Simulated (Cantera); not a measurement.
Ignition delay

Mixture: C3H8 : O2 : N2 = 1 : 5.95 : 21.4 (molar parts), equivalence ratio 0.84, at 1.30 bar, adiabatic and at constant pressure. Ignition delay is the time to a rise of 400 K.

Detailed kinetics in Cantera: GRI-Mech 3.0 (53 species, 325 reactions). GRI-Mech 3.0 was tuned for natural gas; its chemistry of propane as a main component is partial and can be far from experiment.

```
T0 (K)  delay (ms)
------  ----------
1173          9.24
1248          2.08
1323         0.574
1398         0.197
1473        0.0829
1548        0.0416
1623        0.0240
1698        0.0155
1773        0.0108
1848       0.00808
```

* **apparent activation energy between 1698 and 1848 K**: 110 kJ/mol
